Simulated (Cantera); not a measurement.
An isothermal, constant-pressure homogeneous reactor starts with 65.9 % C2H6, 34.1 % N2, at 1875 K and 1330 Pa.

Computed with Cantera and GRI-Mech 3.0 (53 species, 325 reactions). GRI-Mech 3.0 stops at C3 and has no aromatics, soot or wall deposition, so with more carbon than oxygen in the feed, carbon stays in small species such as C2H2 where larger ones or solid carbon would form. Radical loss at walls, strong at low pressure, is not modelled.

One state of this run: x C2H6 = 0.000508; x H2 = 0.387; x CH4 = 0.146; x CH2 = 6.18e-5; x HCN = 1.77e-6; x C2H = 2.41e-5; x C2H2 = 0.203. x: mole fraction; the columns are a selection and need not sum to one.

Q: Which value of t (s) does it belong to?
A. 0.00871
B. 0.000660
C. 0.000182
D. 0.00240

A: B, 0.000660
